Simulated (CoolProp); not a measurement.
Values from CoolProp's reference Helmholtz-energy equation of state, Lemmon 2006. It is a short technical equation, of lower accuracy than the large ones.

For CH3F (R41), give the phase and the cp (kJ/(kg K)), speed of sound (m/s) at 270.8 K and 0.25 MPa; 330.1 K and 0.25 MPa; 353.8 K and 0.25 MPa.


- 270.8 K and 0.25 MPa: gas; cp 1.13, speed of sound 288
- 330.1 K and 0.25 MPa: gas; cp 1.18, speed of sound 317
- 353.8 K and 0.25 MPa: gas; cp 1.22, speed of sound 327
